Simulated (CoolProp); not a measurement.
Vapour-liquid equilibrium of R13 (1) + R113 (2) at 3.35 °C; x and y are mole fractions of (1).

The numbers come from the multi-fluid Helmholtz-energy mixture model, Platzer 1990 and Marx 1992; pair parameters Bell 2016 in CoolProp. This equation is an older, rougher fit; its heat capacities, sound speeds and derivatives of the liquid may be far off and weren't checked against measurements.

Q: Give the bubble pressure and the first vapour's composition at x = 0.05, 0.35, 0.65. Is there an azeotrope?

A: x = 0.05: 0.1473 MPa, y = 0.879; x = 0.35: 0.8179 MPa, y = 0.978; x = 0.65: 1.372 MPa, y = 0.989. No azeotrope shows between x = 0.05 and 0.95.

The pair parameters rest on a limited set of measurements; away from them the model extrapolates. The gap from Raoult's law changes sign with composition, which may be real or a fault of the pair parameters; it wasn't checked against measurements.
